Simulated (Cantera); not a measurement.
Cantera run, input and output.

```python
import numpy as np
import cantera as ct

gas = ct.Solution("gri30.yaml")
gas.TPX = 2100, 620000, {'CH4': 1, 'CO2': 0.6, 'H2': 0.076}
inlet = ct.Reservoir(gas, clone=True)

reactor = ct.IdealGasConstPressureReactor(gas, energy="off", clone=False)
exhaust = ct.Reservoir(gas, clone=True)
tau = [0.34, 0.23, 0.15, 0.1, 0.068, 0.046, 0.031, 0.02, 0.014, 0.0092][0]
for a, b in ((inlet, reactor), (reactor, exhaust)):
    ct.MassFlowController(a, b, mdot=lambda t: reactor.mass / tau)
net = ct.ReactorNet([reactor])
show = ['CH4', 'CO2', 'H2', 'C2H2', 'OH', 'C2H6', 'CH2']

rows = []
print(f"{'tau/s':>10s}{'T/K':>9s}" + "".join(f"{s:>11s}" for s in show))
for tau in [0.34, 0.23, 0.15, 0.1, 0.068, 0.046, 0.031, 0.02, 0.014, 0.0092]:
    net.initial_time = 0.0
    net.advance(30 * tau)
    before = gas.X
    net.advance(40 * tau)
    drift = np.max(np.abs(gas.X - before) / (gas.X + 1e-9))
    rows.append([gas.T, *gas[show].X, drift])
    print(f"{tau:10.3e}{gas.T:9.1f}" + "".join(f"{x:11.3e}" for x in gas[show].X))
```

Output:

```
     tau/s      T/K        CH4        CO2         H2       C2H2         OH       C2H6        CH2
 3.400e-01   2100.0  6.645e-03  4.576e-04  5.624e-01  5.922e-02  6.194e-07  1.259e-06  5.135e-07
 2.300e-01   2100.0  7.119e-03  6.621e-04  5.607e-01  5.988e-02  8.949e-07  1.404e-06  5.573e-07
 1.500e-01   2100.0  7.823e-03  9.833e-04  5.581e-01  6.093e-02  1.326e-06  1.640e-06  6.234e-07
 1.000e-01   2100.0  8.712e-03  1.415e-03  5.546e-01  6.234e-02  1.902e-06  1.972e-06  7.087e-07
 6.800e-02   2100.0  9.795e-03  1.977e-03  5.502e-01  6.419e-02  2.645e-06  2.429e-06  8.152e-07
 4.600e-02   2100.0  1.117e-02  2.735e-03  5.445e-01  6.667e-02  3.637e-06  3.092e-06  9.542e-07
 3.100e-02   2100.0  1.287e-02  3.737e-03  5.372e-01  6.990e-02  4.927e-06  4.051e-06  1.132e-06
 2.000e-02   2100.0  1.519e-02  5.186e-03  5.271e-01  7.443e-02  6.744e-06  5.606e-06  1.384e-06
 1.400e-02   2100.0  1.745e-02  6.676e-03  5.172e-01  7.889e-02  8.547e-06  7.410e-06  1.637e-06
 9.200e-03   2100.0  2.061e-02  8.860e-03  5.037e-01  8.501e-02  1.105e-05  1.042e-05  2.001e-06
```

Cantera simulation using GRI-Mech 3.0 (53 species, 325 reactions); the numbers are that mechanism's predictions, not measurements. GRI-Mech 3.0 stops at C3 and has no aromatics, soot or wall deposition, so with more carbon than oxygen in the feed, carbon stays in small species such as C2H2 where larger ones or solid carbon would form.
